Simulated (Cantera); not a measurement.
A jet of 1.80 % CH4, 14.8 % O2, 83.4 % N2 at 300 K and 64.5 Torr hits a platinum plate 8.2 cm away at a mass flux of 0.057 kg/m²/s; the plate temperature is set and raised in steps from an oxygen-covered start.

Detailed kinetics in Cantera: Deutschmann's 1995 Pt surface mechanism with GRI-Mech 3.0 gas chemistry. Catalytic surfaces can have several steady states; this one follows from the mechanism file's or the stated starting coverage.

One state of this run: wall x CH4 = 0.00238; wall x O2 = 0.115; wall x H2O = 0.0284; wall x OH = 4.26e-6; wall x CO = 4.90e-6; wall x CO2 = 0.0187; θ free Pt = 0.584; θ O* = 0.415. x: mole fraction at the wall; θ: surface coverage.

Problem. Which value of plate T (K) does it belong to?
A) 1150
B) 1200
C) 1050
D) 1000

Solution. B, 1200
